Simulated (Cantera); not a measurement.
Charge: 1 mol FeS₂, 170 mol H₂, 93 mol N₂, equilibrated at 1723 K.

Method: chemical equilibrium by Gibbs-energy minimisation in Cantera with the NASA 1993 tables (ideal gas, pure condensed phases). Candidate condensed phases: Fe, FeS, FeS₂, S; 16 gas species. The numbers say what is thermodynamically allowed, not how fast it happens.

Which condensed phases are stable at each of these points (P (Pa)): 10, 100, 1000, 10000, 100000, 1000000?


| P (Pa) | condensed phases | Fe condensed (%) |
|---|---|---|
| 10 | gas only | 0.0 |
| 100 | gas only | 0.0 |
| 1000 | Fe(δ) | 75.9 |
| 10000 | Fe(δ) | 97.6 |
| 100000 | Fe(δ) | 99.8 |
| 1000000 | Fe(δ) | 100.0 |

From 10.0 Pa to 1.00 mbar nothing is condensed. From 10.0 mbar to 10.0 bar the condensed part is Fe(δ).
